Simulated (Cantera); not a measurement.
What does this Cantera script print?

```python
import numpy as np
import cantera as ct

gas_names = """
    H HO2 H2 H2O H2O2 O OH O2 O3 Ta TaO TaO2
""".split()
cond_names = """
    H2O(s) H2O(L) Ta(cr) Ta(L) Ta2O5(s) Ta2O5(L)
""".split()


# ... load() reads the species with a 1 bar reference pressure and builds the phases ...
atoms = {
    'Ta': {'Ta': 1},
    'H2O': {'H': 2, 'O': 1},
}
top_T = {}  # K; cautious upper limits of use, not melting points


# ... equilibrate(T, P, feed) seeds the gas with the atoms and calls Mixture.equilibrate('TP', solver="vcs", rtol=1e-11, max_steps=5000) ...
results = []
feed = {'Ta': 1, 'H2O': 11}  # mol
T = 2198.15  # K
P = 1333.22  # Pa
mix = equilibrate(T, P, feed)
results.append((T, P, feed, dict(zip(mix.species_names, mix.species_moles))))
x = sorted(zip(gas.X, gas.species_names), reverse=True)
print(f"T = {T:g} K  P = {P:g} Pa  gas = {mix.phase_moles(0):.4g} mol")
print("   x: " + "  ".join(f"{s} {v:.3e}" for v, s in x if v > 1e-06))
print("   condensed (mol): " + ("  ".join(f"{mix.phase(i).name} {mix.phase_moles(i):.4g}"
      for i in range(1, mix.n_phases) if mix.phase_moles(i) > 1e-12) or "none"))
```

Result:

```
T = 2198.15 K  P = 1333.22 Pa  gas = 11.21 mol
   x: H2O 7.448e-01  H2 2.200e-01  H 2.264e-02  OH 1.067e-02  O2 1.093e-03  O 7.653e-04  TaO2 4.890e-05
   condensed (mol): Ta2O5(L) 0.4997
```

Method: chemical equilibrium by Gibbs-energy minimisation in Cantera with the NASA 1993 tables (ideal gas, pure condensed phases).
